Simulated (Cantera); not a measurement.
Charge: 1 mol Si₂H₆, a varied amount of O₂, held at 2173 K and 13.3 mbar.

Cantera equilibrium calculation (NASA polynomials, part measured and part estimated; ideal gas, pure solids and liquids). Candidate condensed phases: H₂O, Si, SiO₂; 18 gas species. The feed counts by its element totals alone. The tables hold silica as quartz up to 1696 K and as liquid above; real silica turns to tridymite and cristobalite and melts near 1996 K. Gases not in the tables: Si₂H₆ and higher silanes. Kinetics and transport are ignored.

Which condensed phases are stable at each of these points (n(O₂) (mol)): 0.64, 0.82, 1, 1.2, 1.4, 1.5, 1.7, 1.9, 2.1, 2.3, 2.4, 2.6, 2.8?


```
n(O₂) (mol)  condensed phases  Si condensed (%)
-----------  ----------------  ----------------
0.64                    Si(l)              30.8
0.82                    Si(l)              12.4
1                    gas only               0.0
1.2                  gas only               0.0
1.4                   SiO₂(l)              17.1
1.5                   SiO₂(l)              25.7
1.7                   SiO₂(l)              41.9
1.9                   SiO₂(l)              56.6
2.1                   SiO₂(l)              69.0
2.3                   SiO₂(l)              78.8
2.4                   SiO₂(l)              82.6
2.6                   SiO₂(l)              88.6
2.8                   SiO₂(l)              92.7
```

From 0.64 mol O₂ to 0.82 mol O₂ the condensed part is Si(l). From 1 mol O₂ to 1.2 mol O₂ nothing is condensed. From 1.4 mol O₂ to 2.8 mol O₂ the condensed part is SiO₂(l).
